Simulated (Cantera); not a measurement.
Charge: 1 mol SiH2Cl2, 0.11 mol NH3, 2.2 mol N2, at 775 °C and 10.0 Torr.

Method: chemical equilibrium by Gibbs-energy minimisation in Cantera with the NASA 1993 tables (ideal gas, pure condensed phases). Candidate condensed phases: NH4Cl, Si, Si3N4; 28 gas species. The tables' values for SiCl3 are old estimates; treat these amounts as uncertain. The numbers say what is thermodynamically allowed, not how fast it happens.

### Question
What is the equilibrium state?

### Answer
```json
{
  "x(N2)": "0.466",
  "x(HCl)": "0.331",
  "x(H2)": "0.150",
  "x(SiCl4)": "0.0525",
  "x(SiHCl3)": "0.000244",
  "x(SiCl3)": "0.000171",
  "x(SiCl2)": "1.02e-5",
  "n(Si3N4(s))": "0.268 mol",
  "gas_amount": "3.689 mol",
  "log10 activity of Si(s) (absent)": "-5.13"
}
```
